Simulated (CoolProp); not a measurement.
A simple Rankine cycle with c-C4F8 (RC318): condensing at 324.15 K, boiler at 2 MPa, turbine inlet 377 K, turbine efficiency 0.65, pump efficiency 0.8, no recuperator. Each further row changes one setting.

Model: reference Helmholtz-energy equation of state, Platzer 1990, in CoolProp. This equation is an older, rougher fit; its heat capacities, sound speeds and derivatives of the liquid may be far off and weren't checked against measurements.

```json
[
 {"case": "as stated", "thermal efficiency (%)": "5.7", "net work (kJ/kg)": "6.96", "heat in (kJ/kg)": "121", "turbine exit temperature (K)": "349.6", "volume ratio over the turbine": "3.91"},
 {"case": "turbine inlet 397 K", "thermal efficiency (%)": "5.6", "net work (kJ/kg)": "8.15", "heat in (kJ/kg)": "145", "turbine exit temperature (K)": "373.9", "volume ratio over the turbine": "3.52"},
 {"case": "condensing temperature 316.15 K", "thermal efficiency (%)": "6.6", "net work (kJ/kg)": "8.64", "heat in (kJ/kg)": "131", "turbine exit temperature (K)": "346.0", "volume ratio over the turbine": "4.95"},
 {"case": "boiler pressure 1.4 MPa", "thermal efficiency (%)": "4.2", "net work (kJ/kg)": "5.51", "heat in (kJ/kg)": "132", "turbine exit temperature (K)": "362.3", "volume ratio over the turbine": "2.32"},
 {"case": "turbine efficiency 0.55", "thermal efficiency (%)": "4.7", "net work (kJ/kg)": "5.70", "heat in (kJ/kg)": "121", "turbine exit temperature (K)": "351.0", "volume ratio over the turbine": "3.94"}
]
```
